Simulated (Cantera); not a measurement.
**Carbon deposition, reforming and gasification: CO + NH₃ + H₂ + O₂**

A closed system holds: 1 mol CO, 0.58 mol NH₃, 52 mol H₂, 0.29 mol O₂, equilibrated at 1.33 mbar.

Equilibrium computed with Cantera from the NASA thermochemical tables; the gas is ideal and each condensed phase is pure. Candidate condensed phases: C, C₆H₆, C₇H₈, C₈H₁₈, H₂O; 136 gas species. Kinetics and transport are ignored.

```tsv
T (K)	log p H₂	log p H	log p CO	log p H₂O	log p N₂	log p CH₄	log p CO₂	log p OH
725	-2.89	-14.48	-4.70	-4.82	-5.14	-5.56	-5.74	<-14
925	-2.89	-11.03	-4.62	-4.86	-5.15	-8.90	-6.28	<-14
1125	-2.89	-8.80	-4.61	-4.85	-5.15	-11.16	-6.62	-13.04
1325	-2.89	-7.23	-4.61	-4.85	-5.15	-12.75	-6.84	-11.03
1525	-2.89	-6.07	-4.61	-4.85	-5.15	-13.92	-7.00	-9.54
1725	-2.89	-5.18	-4.61	-4.85	-5.15	-14.82	-7.11	-8.39
1925	-2.90	-4.47	-4.62	-4.85	-5.15	<-14	-7.20	-7.49
2125	-2.93	-3.91	-4.63	-4.87	-5.17	<-14	-7.27	-6.75
2325	-3.02	-3.47	-4.67	-4.94	-5.21	<-14	-7.34	-6.16
2525	-3.22	-3.16	-4.74	-5.13	-5.28	<-14	-7.45	-5.75
```
log p: log10 of the partial pressure in bar; nothing condenses.

From 725 K to 2525 K nothing is condensed. The main C-bearing gas is CO throughout.
